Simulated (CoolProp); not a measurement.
Propane along the isobar 0.101 MPa: density (kg/m³) from the reference equation and from simpler models built on Tc = 369.9 K, pc = 4.251 MPa, ω = 0.152; each cubic takes its own stable root.

Model: reference Helmholtz-energy equation of state, Lemmon 2009, in CoolProp.

| T (K) | phase | reference |
|---|---|---|
| 118.4 | liquid | 699.5 |
| 144.6 | liquid | 673.0 |
| 170.9 | liquid | 646.1 |
| 197.2 | liquid | 618.5 |
| 223.4 | liquid | 589.6 |
| 249.7 | gas | 2.209 |
| 276 | gas | 1.982 |
| 302.2 | gas | 1.800 |
| 328.5 | gas | 1.650 |
| 354.8 | gas | 1.524 |
| 381 | gas | 1.416 |
| 407.3 | gas | 1.323 |

**Question.** How far does each simpler model (van der Waals, Peng-Robinson) lie from the reference over these 12 states: mean and median of the absolute difference, and the worst?

**Answer.** 
- van der Waals: mean 26.1 %, median 0.9 %, worst -99.6 % at 223.4 K and 0.101 MPa
- Peng-Robinson: mean 2.5 %, median 0.2 %, worst +7.1 % at 223.4 K and 0.101 MPa

At some of these states van der Waals gives the other phase, because its saturation line lies elsewhere.
